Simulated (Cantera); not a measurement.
Feed: 1 mol CH2F2, 1 mol HCl, held at 2177 °C and 1000 Pa.

These are equilibrium values from Cantera (NASA tables, ideal gas, pure condensed phases), not measurements of a reactor. Candidate condensed phases: C, C6H6, C7H8, C8H18; 118 gas species. The numbers say what is thermodynamically allowed, not how fast it happens.

Base state: HF 0.610, HCl 0.180, Cl 0.125, H2 0.0422, H 0.0412, F 0.00109, C2H2 (acetylene) 0.000368, CF 3.05e-5 (mole fractions); condensed: C(graphite).

Question: What changes in the equilibrium state with this change: HCl from 1 to 0.064 mol?

Answer: 
```csv
species,before,after
HF,0.610,0.945
Cl,0.125,0.0202
H,0.0412,0.0146
HCl,0.180,0.0102
H2,0.0422,0.00525
Cl2,1.72e-5,4.46e-7
CF2,1.94e-6,3.73e-5
C2HCl,1.66e-5,9.43e-7
"C(graphite), mol",0.997,0.999
```

Question: What changes in the equilibrium state with this change: pressure from 1000 Pa to 340 Pa?

Answer: 
| species | before | after |
|---|---|---|
| HF | 0.610 | 0.587 |
| Cl | 0.125 | 0.159 |
| HCl | 0.180 | 0.136 |
| H | 0.0412 | 0.0721 |
| H2 | 0.0422 | 0.0438 |
| C3 | 2.25e-5 | 6.61e-5 |
| C | 8.25e-6 | 2.43e-5 |
| Cl2 | 1.72e-5 | 9.40e-6 |
| C(graphite), mol | 0.997 | 0.996 |

Question: What changes in the equilibrium state with this change: temperature from 2177 °C to 1575 °C?

Answer: 
```
species            before     after
----------------  -------  --------
HF                  0.610     0.662
HCl                 0.180     0.316
Cl                  0.125    0.0149
H                  0.0412  0.000452
H2                 0.0422   0.00726
C3                2.25e-5     <1e-9
C2H               2.32e-5   1.24e-9
CF                3.05e-5   1.78e-8
C(graphite), mol    0.997     1.000
```
